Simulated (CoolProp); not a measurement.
200 sccm (0 °C, 1 atm) of nitrogen bubbles through liquid n-perfluoropentane at 278.4 K and leaves saturated at a total pressure of 0.15 MPa (ideal gas phase). Each further row changes one setting.

Values from CoolProp's reference Helmholtz-energy equation of state, Gao 2022.

```csv
case,vapour pressure (kPa),mole fraction of vapour,delivery (mg/min),delivery (sccm),change of delivery for a bath 1 K warmer (%)
as stated,38.2,0.255,…,68.3,6.2
bath temperature 283.4 K,…,0.317,1190,…,6.5
total pressure 0.3 MPa,38.2,0.127,…,29.2,…
```

Problem. What belongs in the gaps?

Solution. 
- as stated, delivery (mg/min): 878
- bath temperature 283.4 K, vapour pressure (kPa): 47.6
- bath temperature 283.4 K, delivery (sccm): 92.9
- total pressure 0.3 MPa, delivery (mg/min): 375
- total pressure 0.3 MPa, change of delivery for a bath 1 K warmer (%): 5.3
